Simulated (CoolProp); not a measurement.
Values from CoolProp's reference Helmholtz-energy equation of state, Lemmon 2006. It is a short technical equation, of lower accuracy than the large ones.

Q: Give the vapour pressure (MPa), vapour density (kg/m³), enthalpy of vaporisation (kJ/kg), surface tension (mN/m) of saturated toluene at 127.15, 136.95, 151.55 °C.

A: 
| T (°C) | p (MPa) | vapour density (kg/m³) | enthalpy of vaporisation (kJ/kg) | surface tension (mN/m) |
|---|---|---|---|---|
| 127.15 | 0.159 | 4.65 | 350 | 16.1 |
| 136.95 | 0.203 | 5.86 | 343 | 15.0 |
| 151.55 | 0.285 | 8.12 | 332 | 13.5 |

Surface tension comes from a separate correlation (Mulero 2012).
